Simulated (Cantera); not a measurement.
**SiHCl3 + NH3 (silicon nitride deposition)**

Input: 1 mol SiHCl3, 4.7 mol NH3, equilibrated at 1325 °C and 0.00133 bar.

Method: chemical equilibrium by Gibbs-energy minimisation in Cantera with the NASA 1993 tables (ideal gas, pure condensed phases). Candidate condensed phases: NH4Cl, Si, Si3N4; 28 gas species. The tables' values for SiCl3, SiCl are old estimates; treat these amounts as uncertain. The numbers say what is thermodynamically allowed, not how fast it happens.

- x(H2) = 0.605
- x(N2) = 0.206
- x(HCl) = 0.114
- x(SiCl2) = 0.0737
- x(H) = 0.00114
- x(SiCl3) = 0.000542
- x(Cl) = 0.000169
- x(SiCl) = 0.000125
- x(Si) = 7.04e-5
- n(Si(s)) = 0.151 mol
- gas amount = 11.41 mol
